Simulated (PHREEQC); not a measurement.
A solution holds 0.0012 mol Al2(SO4)3, 0.0011 mol HCl and 0.00033 mol NaCl per kg of water, at 25 °C. It is in equilibrium with CO2 at log p = -3.4 (atm). Otherwise closed; pH follows from the charge balance.

Equilibrium calculation in PHREEQC: ion-association model, wateq4f.dat.

Each row changes one thing in this solution. Precipitation was switched off in this run.

| case | pH | ionic strength (mol/kgw) | HCO3- (mol/kgw) | SI of Halite (NaCl) | SI of Nahcolite (NaHCO3) |
|---|---|---|---|---|---|
| as made | 3.04 | 0.00947 | 7.36e-9 | -8.00 | -11.15 |
| NaCl from 0.00033 to 0.000297 mol/kgw | 3.04 | 0.00944 | 7.36e-9 | -8.05 | -11.20 |
| Al2(SO4)3 left out | 2.98 | 0.00143 | 5.95e-9 | -7.94 | -11.20 |
| 2.7e-05 mol/kgw TMAH added | 3.06 | 0.00948 | 7.54e-9 | -8.00 | -11.14 |
| Al2(SO4)3 from 0.0012 to 0.0018 mol/kgw | 3.06 | 0.0124 | 7.78e-9 | -8.01 | -11.14 |
| Al2(SO4)3 replaced by CdSO4 at the same molality | 3.02 | 0.00531 | 6.79e-9 | -8.01 | -11.17 |

Complexes and solids missing from the database can't appear. (CH3)4N+ isn't in the database: it is added as a free cation with an ion size of 4 Å.
